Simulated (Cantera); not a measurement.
Feed: 1 mol SiH4, 19 mol O2, equilibrated at 7.20 Pa.

Equilibrium computed with Cantera from the NASA thermochemical tables; the gas is ideal and each condensed phase is pure. Candidate condensed phases: H2O, Si, SiO2; 18 gas species. The tables hold silica as quartz up to 1696 K and as liquid above; real silica turns to tridymite and cristobalite and melts near 1996 K. Equilibrium is a limit: real reactors are often held back by kinetics, nucleation or transport.

Which condensed phases are stable at each of these points (T (°C)): 252, 402, 552, 702, 852, 1002, 1152, 1302, 1452, 1602, 1752?


```json
[
 {"T (°C)": "252", "condensed phases": "SiO2(α-quartz)", "Si condensed (%)": "100.0"},
 {"T (°C)": "402", "condensed phases": "SiO2(α-quartz)", "Si condensed (%)": "100.0"},
 {"T (°C)": "552", "condensed phases": "SiO2(α-quartz)", "Si condensed (%)": "100.0"},
 {"T (°C)": "702", "condensed phases": "SiO2(β-quartz)", "Si condensed (%)": "100.0"},
 {"T (°C)": "852", "condensed phases": "SiO2(β-quartz)", "Si condensed (%)": "100.0"},
 {"T (°C)": "1002", "condensed phases": "SiO2(β-quartz)", "Si condensed (%)": "100.0"},
 {"T (°C)": "1152", "condensed phases": "SiO2(β-quartz)", "Si condensed (%)": "100.0"},
 {"T (°C)": "1302", "condensed phases": "SiO2(β-quartz)", "Si condensed (%)": "100.0"},
 {"T (°C)": "1452", "condensed phases": "SiO2(condensed)", "Si condensed (%)": "99.9"},
 {"T (°C)": "1602", "condensed phases": "SiO2(condensed)", "Si condensed (%)": "96.1"},
 {"T (°C)": "1752", "condensed phases": "gas only", "Si condensed (%)": "0.0"}
]
```

From 252 °C to 552 °C the condensed part is SiO2(α-quartz). From 702 °C to 1302 °C the condensed part is SiO2(β-quartz). From 1452 °C to 1602 °C the condensed part is SiO2(condensed). At 1752 °C nothing is condensed.
